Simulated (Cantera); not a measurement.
A closed system holds: 1 mol Si3H8, 2.5 mol HCl, 5.7 mol H2, held at 875 K and 0.00420 bar.

Method: chemical equilibrium by Gibbs-energy minimisation in Cantera with the NASA 1993 tables (ideal gas, pure condensed phases). Candidate condensed phases: Si; 19 gas species. The feed counts by its element totals alone. The tables' values for SiCl3 are old estimates; treat these amounts as uncertain. Equilibrium is a limit: real reactors are often held back by kinetics, nucleation or transport.

Base state: H2 0.935, SiCl4 0.0446, HCl 0.0111, SiHCl3 0.00819, SiCl3 0.000361, SiCl2 0.000169, SiH2Cl2 0.000138 (mole fractions); condensed: Si(s).

Problem. What changes in the equilibrium state with this change: Si3H8 replaced by SiHCl3?

Solution. 
```
species       before    after
----------  --------  -------
H2             0.935    0.727
HCl           0.0111    0.164
SiCl4         0.0446    0.108
SiH2Cl2     0.000138  9.25e-7
SiCl2       0.000169  1.46e-6
Si(s), mol      2.38        0
```
